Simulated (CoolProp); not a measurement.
Values from CoolProp's reference Helmholtz-energy equation of state, Bücker 2006.

Question: For ethane, give the phase and the cv (kJ/(kg K)), Prandtl number at 571.9 K and 0.184 MPa; 457.8 K and 0.283 MPa.

Answer: 
- 571.9 K and 0.184 MPa: gas; cv 2.59, Prandtl number 0.699
- 457.8 K and 0.283 MPa: gas; cv 2.15, Prandtl number 0.726

Viscosity comes from a separate model (Friend 1991). Thermal conductivity comes from a separate model (Friend 1991).
